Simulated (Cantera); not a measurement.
**Equilibrium for hydrogen reduction and annealing atmospheres: PbS + H2**

A closed system holds: 1 mol PbS, 7.8 mol H2, at 0.140 bar.

Equilibrium computed with Cantera from the NASA thermochemical tables; the gas is ideal and each condensed phase is pure. Candidate condensed phases: Pb, PbS, S; 10 gas species. Mutual solubility and eutectic melting of coexisting phases are not modelled. The numbers say what is thermodynamically allowed, not how fast it happens.

```json
[
 {"T (K)": "725", "log p H2": "-0.85", "log p PbS": "-8.45", "log p H2S": "-4.10", "log p Pb": "-8.47", "log p S2": "<-12", "n Pb(l)": "0.00440", "n PbS(s)": "0.996"},
 {"T (K)": "775", "log p H2": "-0.85", "log p PbS": "-7.41", "log p H2S": "-3.75", "log p Pb": "-7.60", "log p S2": "-12.77", "n Pb(l)": "0.00994", "n PbS(s)": "0.990"},
 {"T (K)": "825", "log p H2": "-0.85", "log p PbS": "-6.50", "log p H2S": "-3.44", "log p Pb": "-6.84", "log p S2": "-11.42", "n Pb(l)": "0.0202", "n PbS(s)": "0.980"},
 {"T (K)": "875", "log p H2": "-0.86", "log p PbS": "-5.70", "log p H2S": "-3.17", "log p Pb": "-6.17", "log p S2": "-10.23", "n Pb(l)": "0.0376", "n PbS(s)": "0.962"},
 {"T (K)": "925", "log p H2": "-0.86", "log p PbS": "-4.99", "log p H2S": "-2.93", "log p Pb": "-5.57", "log p S2": "-9.17", "n Pb(l)": "0.0652", "n PbS(s)": "0.934"},
 {"T (K)": "975", "log p H2": "-0.86", "log p PbS": "-4.35", "log p H2S": "-2.72", "log p Pb": "-5.04", "log p S2": "-8.23", "n Pb(l)": "0.106", "n PbS(s)": "0.891"},
 {"T (K)": "1025", "log p H2": "-0.86", "log p PbS": "-3.78", "log p H2S": "-2.53", "log p Pb": "-4.56", "log p S2": "-7.37", "n Pb(l)": "0.163", "n PbS(s)": "0.827"},
 {"T (K)": "1075", "log p H2": "-0.87", "log p PbS": "-3.26", "log p H2S": "-2.36", "log p Pb": "-4.12", "log p S2": "-6.60", "n Pb(l)": "0.237", "n PbS(s)": "0.728"},
 {"T (K)": "1125", "log p H2": "-0.88", "log p PbS": "-2.79", "log p H2S": "-2.22", "log p Pb": "-3.72", "log p S2": "-5.90", "n Pb(l)": "0.331", "n PbS(s)": "0.567"},
 {"T (K)": "1175", "log p H2": "-0.90", "log p PbS": "-2.37", "log p H2S": "-2.09", "log p Pb": "-3.36", "log p S2": "-5.26", "n Pb(l)": "0.441", "n PbS(s)": "0.286"},
 {"T (K)": "1225", "log p H2": "-0.91", "log p PbS": "-2.08", "log p H2S": "-2.08", "log p Pb": "-3.03", "log p S2": "-4.87", "n Pb(l)": "0.442", "n PbS(s)": "0"},
 {"T (K)": "1275", "log p H2": "-0.91", "log p PbS": "-1.98", "log p H2S": "-2.23", "log p Pb": "-2.72", "log p S2": "-4.86", "n Pb(l)": "0.248", "n PbS(s)": "0"},
 {"T (K)": "1325", "log p H2": "-0.92", "log p PbS": "-1.92", "log p H2S": "-2.40", "log p Pb": "-2.44", "log p S2": "-4.91", "n Pb(l)": "0.0276", "n PbS(s)": "0"}
]
```
log p: log10 of the partial pressure in bar; n: condensed amount in mol.

From 725 K to 1175 K the condensed part is Pb(l) + PbS(s). From 1225 K to 1325 K the condensed part is Pb(l). The main Pb-bearing gas is PbS throughout.
